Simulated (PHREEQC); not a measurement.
Acid mine or pickling water: speciation

Synthetic water in mmol/kgw, 25 °C, pH 3.91, pe 8.8:

```
constituent  mmol/kgw
-----------  --------
Na              0.753
K                1.44
Ca               1.68
Mg              0.244
Cl               1.78
S(6)             2.26
Li           0.000663
```

Cl is adjusted to close the charge balance.
Valence states are taken as typed.

All values are PHREEQC results (ion-association model, wateq4f.dat), not measurements.

Each row changes one thing in this solution. No solid was allowed to form.

```tsv
case	ionic strength (mol/kgw)	SO4-2 (mol/kgw)	Ca+2 (mol/kgw)	CaSO4 (mol/kgw)	Mg+2 (mol/kgw)	MgSO4 (mol/kgw)	SI of Gypsum (CaSO4:2H2O)	SI of Halite (NaCl)
as made	0.00912	0.00193	0.00143	0.000253	0.000202	4.23e-5	-1.32	-7.57
Na from 0.753 to 1.51 mmol/kgw	0.00990	0.00193	0.00143	0.000247	0.000203	4.14e-5	-1.32	-7.11
all concentrations times 4 at the same typed pH	0.0323	0.00671	0.00492	0.00179	0.000680	0.000296	-0.46	-6.46
temperature from 25 to 45 °C at the same typed pH	0.00893	0.00187	0.00140	___	0.000185	5.95e-5	-1.32	-7.61
Mg from 0.244 to 0.488 mmol/kgw	___	0.00190	0.00144	___	0.000406	8.19e-5	-1.33	-7.46
```

Some entries are withheld; supply them.


- temperature from 25 to 45 °C at the same typed pH, CaSO4 (mol/kgw): 0.000281
- Mg from 0.244 to 0.488 mmol/kgw, ionic strength (mol/kgw): 0.00973
- Mg from 0.244 to 0.488 mmol/kgw, CaSO4 (mol/kgw): 0.000245

Complexes and solids missing from the database can't appear. Constants without temperature data keep their 25 °C values here.
